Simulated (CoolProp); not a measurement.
Values from CoolProp's reference Helmholtz-energy equation of state, Lemmon 2006. It is a short technical equation, of lower accuracy than the large ones.

Task: Give the vapour pressure (MPa), liquid density (kg/m³), vapour density (kg/m³), enthalpy of vaporisation (kJ/kg) of saturated isopentane at 325.2 K.

Result: 
```tsv
T (K)	p (MPa)	liquid density (kg/m³)	vapour density (kg/m³)	enthalpy of vaporisation (kJ/kg)
325.2	0.218	586	6.30	323
```
